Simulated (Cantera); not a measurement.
Charge: 1 mol SiF4, 44 mol NH3, 31 mol N2, held at 1375 K and 10.0 mbar.

Cantera equilibrium calculation (NASA polynomials, part measured and part estimated; ideal gas, pure solids and liquids). Candidate condensed phases: Si, Si3N4; 37 gas species. The tables' values for SiF3, SiF2 are old estimates; treat these amounts as uncertain. Rates play no part.

Question: What is the equilibrium state?

Answer: 
| Quantity | Value |
|---|---|
| x(H2) | 0.548 |
| x(N2) | 0.441 |
| x(SiF4) | 0.00672 |
| x(HF) | 0.00326 |
| x(SiF3) | 0.000799 |
| x(SiHF3) | 0.000208 |
| x(SiF2) | 6.86e-5 |
| x(H) | 2.54e-5 |
| x(SiH2F2) | 3.02e-6 |
| n(Si3N4(s)) | 0.0211 mol |
| gas amount | 120.1 mol |
| log10 activity of Si(s) (absent) | -2.09 |
